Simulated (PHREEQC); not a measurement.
**Silver or lead bath: speciation**

Dissolve 0.0018 mmol/kgw PbCl2, 0.76 mmol/kgw KBr and 0.76 mmol/kgw Zn(NO3)2 at 20 °C. Closed to the air; pH follows from the charge balance.

Equilibrium calculation in PHREEQC: ion-association model, wateq4f.dat.

* **pH**: 6.15
* **ionic strength**: 0.00304 mol/kgw

| species | molality | activity | log γ |
|---|---|---|---|
| NO3- | 0.00152 | 0.00143 | -0.026 |
| K+ | 0.000760 | 0.000715 | -0.026 |
| Br- | 0.000760 | 0.000716 | -0.026 |
| Zn+2 | 0.000759 | 0.000602 | -0.101 |
| Cl- | 3.59e-6 | 3.39e-6 | -0.026 |
| Pb+2 | 1.68e-6 | 1.32e-6 | -0.104 |
| H+ | 7.50e-7 | 7.10e-7 | -0.024 |
| ZnOH+ | 6.71e-7 | 6.32e-7 | -0.026 |
| ZnBr+ | 1.20e-7 | 1.13e-7 | -0.026 |
| PbBr+ | 5.44e-8 | 5.12e-8 | -0.026 |
| PbOH+ | 3.85e-8 | 3.63e-8 | -0.026 |
| PbNO3+ | 2.97e-8 | 2.79e-8 | -0.026 |

Precipitation was switched off in this run. Complexes and solids missing from the database can't appear.
